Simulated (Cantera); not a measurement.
Charge: 1 mol CH₂F₂, 0.82 mol H₂, at 1.73 Torr.

Cantera equilibrium calculation (NASA polynomials, part measured and part estimated; ideal gas, pure solids and liquids). Candidate condensed phases: C, C₆H₆, C₇H₈, C₈H₁₈; 110 gas species. Ions and electrons are included (thermal ionisation). The numbers say what is thermodynamically allowed, not how fast it happens. All values below are at 3227 °C.

Base state: H 0.534, F 0.259, C 0.113, HF 0.0675, C₂ 0.0108, C₃ 0.00840, CF 0.00627, H₂ 0.00188 (mole fractions); condensed: gas only.

Task: What changes in the equilibrium state with this change: H₂ from 0.82 to 7 mol?

Result: 
```csv
species,before,after
H,0.534,0.835
F,0.259,0.0772
C,0.113,0.0479
C₂,0.0108,0.00196
HF,0.0675,0.0315
C₃,0.00840,0.000649
CF,0.00627,0.000796
```
